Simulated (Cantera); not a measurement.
**FeS + H2 + N2 (hydrogen reduction and annealing atmospheres)**

Input: 1 mol FeS, a varied amount of H2, 12 mol N2, at 0.135 Torr.

Cantera equilibrium calculation (NASA polynomials, part measured and part estimated; ideal gas, pure solids and liquids). Candidate condensed phases: Fe, FeS, FeS2, S; 16 gas species. Kinetics and transport are ignored.

Stable condensed phases:

```
T in K \ n(H2) in mol
           1 1.9 3.5 6.6  12  23  44  82 150 290
   1850    A   A   A   A   A   A   A   A   A   A
   1825    A   A   A   A   A   A   A   A   A   A
   1800    A   A   A   A   A   A   A   A   A   A
   1775    A   A   A   A   A   A   A   A   A   A
   1750    A   A   A   A   A   A   A   A   A   A
   1725    B   B   B   A   A   A   A   A   A   A
   1700    B   B   B   B   B   A   A   A   A   A
   1675    B   B   B   B   B   B   A   A   A   A
   1650    B   B   B   B   B   B   B   A   A   A
   1625    B   B   B   B   B   B   B   B   A   A
```

A: gas only; B: Fe.
